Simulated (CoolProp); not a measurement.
Vapour-liquid equilibrium of R134a (1) + R141b (2) at 0.171 MPa; x and y are mole fractions of (1).

Model: multi-fluid Helmholtz-energy mixture model, Tillner-Roth 1994 and Lemmon 2006; pair parameters Bell 2016, in CoolProp.

```tsv
x	bubble temperature (°C)	y at the bubble point	dew temperature at overall composition x (°C)	liquid density (mol/L)
0.05	35.4	0.354	46.3	10.44
0.15	18.8	0.675	43.0	10.86
0.25	9.0	0.801	39.5	11.18
0.35	2.7	0.863	35.5	11.46
0.45	-1.6	0.899	31.2	11.71
0.55	-4.7	0.923	26.2	11.95
0.65	-7.1	0.941	20.4	12.18
0.75	-9.1	0.956	13.4	12.43
0.85	-11.0	0.972	4.2	12.69
0.95	-13.0	0.990	-8.3	12.98
```

No azeotrope shows between x = 0.05 and 0.95.

The pair parameters rest on a limited set of measurements; away from them the model extrapolates.
